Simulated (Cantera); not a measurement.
# Stirred combustor or abatement burner

A perfectly stirred reactor is fed with 2.87 % CO, 0.546 % H2, 3.45 % CH4, 19.6 % O2, 73.6 % N2, equivalence ratio 0.44, at 0.700 bar; it is adiabatic with a 375 K inlet, and is followed from long to short residence time, starting on the burning branch (τ in s: 0.46, 0.2, 0.086, 0.038, 0.016, 0.0071, 0.0031, 0.0013, 0.00058, 0.00025, 0.00011, 4.8e-05).

Cantera simulation using GRI-Mech 3.0 (53 species, 325 reactions); the numbers are that mechanism's predictions, not measurements.

```tsv
τ (s)	T (K)	x CO	x H2	x CH4	x HO2	x CH2
0.46	1474	0.000226	2.29e-5	8.84e-6	1.64e-6	5.10e-9
0.20	1472	0.000399	4.03e-5	1.50e-5	2.73e-6	1.04e-8
0.086	1468	0.000713	7.11e-5	2.56e-5	4.52e-6	2.10e-8
0.038	1462	0.00125	0.000123	4.30e-5	7.19e-6	4.03e-8
0.016	1450	0.00229	0.000218	7.57e-5	1.15e-5	7.77e-8
0.0071	1430	0.00409	0.000371	0.000133	1.73e-5	1.40e-7
0.0031	1394	0.00764	0.000643	0.000262	2.63e-5	2.49e-7
0.0013	1293	0.0181	0.00144	0.000906	4.95e-5	4.84e-7
0.00058	375	0.0287	0.00546	0.0345	<1e-12	<1e-12
0.00025	375	0.0287	0.00546	0.0345	<1e-12	<1e-12
0.00011	375	0.0287	0.00546	0.0345	<1e-12	<1e-12
4.8e-5	375	0.0287	0.00546	0.0345	<1e-12	<1e-12
```
x: mole fraction; the columns are a selection and need not sum to one.
